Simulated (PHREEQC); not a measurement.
1 kg of water holding 150 mmol/kgw SrCl2 and 18 mmol/kgw KCl is evaporated at 15 °C; the solids stay in contact with the brine. The system is closed to CO2. Only these solids could form: Sylvite.

Model: Pitzer model, pitzer.dat, run in PHREEQC.

| water left (kg) | ionic strength | water activity | Cl in solution (mol/kgw) |
|---|---|---|---|
| 1 | 0.468 | 0.993 | 0.318 |
| 0.8219 | 0.569 | 0.991 | 0.387 |
| 0.6755 | 0.693 | 0.989 | 0.471 |
| 0.5552 | 0.843 | 0.986 | 0.573 |
| 0.4563 | 1.03 | 0.983 | 0.697 |
| 0.375 | 1.25 | 0.980 | 0.848 |
| 0.3082 | 1.52 | 0.975 | 1.03 |
| 0.2533 | 1.85 | 0.969 | 1.26 |
| 0.2082 | 2.25 | 0.961 | 1.53 |
| 0.1711 | 2.73 | 0.951 | 1.86 |
| 0.1407 | 3.33 | 0.938 | 2.26 |
| 0.1156 | 4.05 | 0.921 | 2.75 |
| 0.09502 | 4.93 | 0.898 | 3.35 |
| 0.07809 | 5.99 | 0.867 | 4.07 |
| 0.06418 | 7.29 | 0.826 | 4.96 |
| 0.05275 | 8.87 | 0.772 | 6.03 |
